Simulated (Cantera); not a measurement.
## Adiabatic ignition

An adiabatic, constant-pressure homogeneous reactor starts with 10.4 % CH3OH, 14.2 % O2, 53.5 % N2, 21.9 % H2O, equivalence ratio 1.1, at 1450 K and 93000 Pa.

Computed with Cantera and GRI-Mech 3.0 (53 species, 325 reactions). GRI-Mech 3.0 was tuned for natural gas; its chemistry of methanol as a main component is partial and can be far from experiment.

```
t (s)     T (K)  x CH3OH     x O2  x H2O      x H2     x NO2     x HCO
--------  -----  -------  -------  -----  --------  --------  --------
5.00e-6    1450    0.104    0.142  0.219   1.14e-5    <1e-12  2.39e-10
1.23e-5    1450    0.104    0.142  0.219   3.30e-5    <1e-12  9.29e-10
3.03e-5    1450    0.104    0.142  0.219  0.000113    <1e-12   5.27e-9
7.45e-5    1450    0.103    0.141  0.219  0.000567    <1e-12   6.47e-8
0.000183   1474   0.0844    0.132  0.227   0.00904  2.46e-12   8.07e-6
0.000451   2412   <1e-12   0.0147  0.345    0.0306   7.34e-9   3.43e-8
0.00111    2521   <1e-12   0.0102  0.358    0.0249   4.24e-8   1.71e-8
0.00273    2522   <1e-12  0.00995  0.358    0.0248   1.21e-7   1.69e-8
0.00671    2520   <1e-12  0.00966  0.358    0.0249   2.86e-7   1.68e-8
0.0165     2517   <1e-12  0.00922  0.358    0.0252   5.30e-7   1.68e-8
0.0406     2515   <1e-12  0.00897  0.358    0.0253   6.61e-7   1.68e-8
0.100      2515   <1e-12  0.00895  0.358    0.0253   6.70e-7   1.68e-8
```
x: mole fraction; the columns are a selection and need not sum to one.

```json
{
 "time_of_steepest_temperature_rise": "0.251 ms",
 "temperature at 0.100 s": "2515 K",
 "equilibrium_temperature": "2515 K",
 "x(CH3OH) at 0.100 s": "<1e-12 (gas-phase equilibrium <1e-12)",
 "x(O2) at 0.100 s": "0.00895 (gas-phase equilibrium 0.00895)",
 "x(H2O) at 0.100 s": "0.358 (gas-phase equilibrium 0.358)"
}
```
